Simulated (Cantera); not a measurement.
What does this Cantera script print?

```python
import numpy as np
import cantera as ct

gas = ct.Solution("gri30.yaml")
gas.TPX = 1125, 26000, {'N2O': 1, 'N2': 1}
reactor = ct.IdealGasConstPressureReactor(gas, energy="off", clone=False)
net = ct.ReactorNet([reactor])
net.rtol, net.atol = 1e-08, 1e-18
show = ['N2O', 'NO', 'N2', 'O', 'O2', 'NO2']
times = np.geomspace(0.0003, 10, 15)

steps = ct.SolutionArray(gas, extra=["t"])
rows = []
print(f"{'t/s':>10s}{'T/K':>9s}{'P/Pa':>11s}" + "".join(f"{s:>11s}" for s in show))
for t in times:
    while net.time < t:
        t_next = net.step()
        steps.append(gas.state, t=t_next)
    rows.append([np.interp(t, steps.t, y) for y in (steps.T, steps.P, *steps(*show).X.T)])
    print(f"{t:10.3e}{rows[-1][0]:9.1f}{rows[-1][1]:11.4g}" + "".join(f"{x:11.3e}" for x in rows[-1][2:]))
rate = np.gradient(steps.T, steps.t)
print("integrator steps:", len(steps.t))
if steps.T.max() > steps.T[0] + 200:
    print(f"time of steepest temperature rise: {steps.t[rate.argmax()]:.4e} s")
gas.TPX = 1125, 26000, {'N2O': 1, 'N2': 1}
gas.equilibrate("TP")
print(f"equilibrium (TP): T = {gas.T:.1f} K  " + "  ".join(f"{s} {gas[s].X[0]:.3e}" for s in show))
```

Result:

```
       t/s      T/K       P/Pa        N2O         NO         N2          O         O2        NO2
 3.000e-04   1125.0    2.6e+04  5.000e-01  3.189e-07  5.000e-01  5.130e-07  1.921e-06  8.092e-13
 6.312e-04   1125.0    2.6e+04  5.000e-01  7.572e-07  5.000e-01  5.164e-07  4.562e-06  4.560e-12
 1.328e-03   1125.0    2.6e+04  5.000e-01  1.681e-06  5.000e-01  5.164e-07  1.012e-05  2.248e-11
 2.795e-03   1125.0    2.6e+04  4.999e-01  3.623e-06  5.000e-01  5.164e-07  2.183e-05  1.042e-10
 5.880e-03   1125.0    2.6e+04  4.999e-01  7.710e-06  5.001e-01  5.164e-07  4.645e-05  4.686e-10
 1.237e-02   1125.0    2.6e+04  4.997e-01  1.631e-05  5.002e-01  5.164e-07  9.825e-05  2.067e-09
 2.603e-02   1125.0    2.6e+04  4.994e-01  3.438e-05  5.003e-01  5.164e-07  2.072e-04  8.940e-09
 5.477e-02   1125.0    2.6e+04  4.988e-01  7.235e-05  5.007e-01  5.163e-07  4.361e-04  3.739e-08
 1.152e-01   1125.0    2.6e+04  4.975e-01  1.520e-04  5.014e-01  5.162e-07  9.165e-04  1.474e-07
 2.425e-01   1125.0    2.6e+04  4.948e-01  3.185e-04  5.030e-01  5.158e-07  1.922e-03  5.222e-07
 5.102e-01   1125.0    2.6e+04  4.891e-01  6.647e-04  5.062e-01  5.150e-07  4.016e-03  1.572e-06
 1.074e+00   1125.0    2.6e+04  4.775e-01  1.376e-03  5.128e-01  5.131e-07  8.322e-03  3.965e-06
 2.259e+00   1125.0    2.6e+04  4.541e-01  2.798e-03  5.262e-01  5.091e-07  1.697e-02  8.818e-06
 4.753e+00   1125.0    2.6e+04  4.094e-01  5.498e-03  5.516e-01  5.003e-07  3.349e-02  1.806e-05
 1.000e+01   1125.0    2.6e+04  3.320e-01  1.011e-02  5.958e-01  4.810e-07  6.213e-02  3.396e-05
integrator steps: 703
equilibrium (TP): T = 1125.0 K  N2O 3.974e-09  NO 1.049e-04  N2 7.999e-01  O 4.074e-09  O2 1.999e-01  NO2 1.293e-06
```

Model: GRI-Mech 3.0 (53 species, 325 reactions), integrated in Cantera. GRI-Mech 3.0 was tuned for natural gas; its chemistry of N2O as a main component is partial and can be far from experiment. The mechanism lacks the step 2 NO + O2 → 2 NO2, which can matter for NO2 below about 1400 K. The temperature is held fixed by assumption; the heat of reaction is taken as removed at once.
